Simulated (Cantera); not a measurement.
Charge: 1 mol PbO, 2.3 mol C, 9.5 mol H2, equilibrated at 1448 K.

These are equilibrium values from Cantera (NASA tables, ideal gas, pure condensed phases), not measurements of a reactor. Candidate condensed phases: C, C6H6, C7H8, C8H18, H2O, Pb, PbO, PbO2, Pb3O4; 113 gas species. The numbers say what is thermodynamically allowed, not how fast it happens.

x: gas mole fraction; n: condensed amount in mol.

```
P (Pa)    x H2    x CO     x Pb     x CH4       x H2O  n C(graphite)  n Pb(l)
-------  -----  ------  -------  --------  ----------  -------------  -------
10       0.825  0.0869   0.0869   2.27e-7  (withheld)           1.30        0
42       0.826  0.0869   0.0869   9.55e-7  (withheld)           1.30        0
180      0.826  0.0869   0.0869   4.10e-6  (withheld)           1.30        0
750      0.826  0.0870   0.0870   1.71e-5  (withheld)           1.30        0
3200     0.826  0.0870   0.0870   7.28e-5  (withheld)           1.30        0
13000    0.826  0.0870   0.0869  0.000296  (withheld)           1.30        0
56000    0.880  0.0928   0.0261   0.00145  (withheld)           1.29    0.719
240000   0.892  0.0948  0.00608   0.00637  (withheld)           1.24    0.936
1000000  0.875  0.0954  0.00146    0.0256  (withheld)           1.06    0.985
```

Q: What belongs in the gaps?

A: 
- 10, x H2O: 1.82e-8
- 42, x H2O: 7.64e-8
- 180, x H2O: 3.28e-7
- 750, x H2O: 1.36e-6
- 3200, x H2O: 5.82e-6
- 13000, x H2O: 2.37e-5
- 56000, x H2O: 0.000116
- 240000, x H2O: 0.000514
- 1000000, x H2O: 0.00212
